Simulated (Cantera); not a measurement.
A closed system holds: 1 mol MgO, 0.76 mol I2, 0.76 mol H2, held at 0.0100 bar.

Equilibrium computed with Cantera from the NASA thermochemical tables; the gas is ideal and each condensed phase is pure. Candidate condensed phases: H2O, I2, Mg, MgI2, MgO, Mg(OH)2; 20 gas species. Equilibrium is a limit: real reactors are often held back by kinetics, nucleation or transport.

x: gas mole fraction; n: condensed amount in mol.

```json
[
 {"T (K)": "1123", "x I": "0.310", "x HI": "0.440", "x H2": "0.196", "x I2": "0.0409", "x H2O": "0.00699", "x MgI2": "0.00699", "x MgI": "[?]", "n MgO(s)": "0.987"},
 {"T (K)": "1198", "x I": "0.396", "x HI": "0.341", "x H2": "0.222", "x I2": "0.0238", "x H2O": "0.00858", "x MgI2": "0.00858", "x MgI": "[?]", "n MgO(s)": "0.984"},
 {"T (K)": "1273", "x I": "0.465", "x HI": "0.256", "x H2": "0.246", "x I2": "0.0131", "x H2O": "0.00964", "x MgI2": "0.00964", "x MgI": "[?]", "n MgO(s)": "0.981"},
 {"T (K)": "1348", "x I": "0.517", "x HI": "0.190", "x H2": "0.266", "x I2": "0.00718", "x H2O": "0.0102", "x MgI2": "0.0102", "x MgI": "[?]", "n MgO(s)": "0.979"},
 {"T (K)": "1423", "x I": "0.554", "x HI": "0.141", "x H2": "0.281", "x I2": "0.00398", "x H2O": "0.0103", "x MgI2": "0.0103", "x MgI": "[?]", "n MgO(s)": "0.978"},
 {"T (K)": "1498", "x I": "0.580", "x HI": "0.105", "x H2": "0.292", "x I2": "0.00226", "x H2O": "0.0102", "x MgI2": "0.0101", "x MgI": "[?]", "n MgO(s)": "0.978"},
 {"T (K)": "1573", "x I": "0.599", "x HI": "0.0794", "x H2": "0.300", "x I2": "0.00133", "x H2O": "0.0101", "x MgI2": "0.00977", "x MgI": "[?]", "n MgO(s)": "0.978"},
 {"T (K)": "1648", "x I": "0.612", "x HI": "0.0609", "x H2": "0.306", "x I2": "0.000807", "x H2O": "0.00995", "x MgI2": "0.00917", "x MgI": "[?]", "n MgO(s)": "0.978"},
 {"T (K)": "1723", "x I": "0.621", "x HI": "0.0475", "x H2": "0.309", "x I2": "0.000507", "x H2O": "0.0102", "x MgI2": "0.00821", "x MgI": "[?]", "n MgO(s)": "0.978"}
]
```

### Question
What belongs in the gaps?

### Answer

- 1123, x MgI: 5.59e-8
- 1198, x MgI: 3.72e-7
- 1273, x MgI: 1.96e-6
- 1348, x MgI: 8.46e-6
- 1423, x MgI: 3.10e-5
- 1498, x MgI: 9.85e-5
- 1573, x MgI: 0.000276
- 1648, x MgI: 0.000689
- 1723, x MgI: 0.00151
